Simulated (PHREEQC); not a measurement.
# Nickel, zinc or cadmium bath: an equilibrium model

A solution holds 0.002 mol/kgw Ni(NO3)2, 0.00035 mol/kgw H3BO3 and 0.1 mol/kgw H2SO4, at 5 °C. Closed to the air; pH follows from the charge balance.

Computed with PHREEQC (ion-association model, wateq4f.dat).

```json
{
  "pH": "0.99",
  "ionic_strength": "0.155 mol/kgw",
  "total_alkalinity": "-200 meq/kg"
}
```

```csv
species,molality,activity,log γ
H+,0.126,0.102,-0.090
HSO4-,0.0741,0.0558,-0.124
SO4-2,0.0253,0.00835,-0.481
NO3-,0.00400,0.00289,-0.141
Ni+2,0.00138,0.000472,-0.467
NiSO4,0.000616,0.000639,0.016
H3BO3,0.000350,0.000363,0.016
Ni(SO4)2-2,1.01e-6,3.44e-7,-0.467
```

This is a speciation only: nothing precipitates in the calculation. Away from 25 °C the constants follow the database's enthalpies or fits; those with neither stay at their 25 °C values.
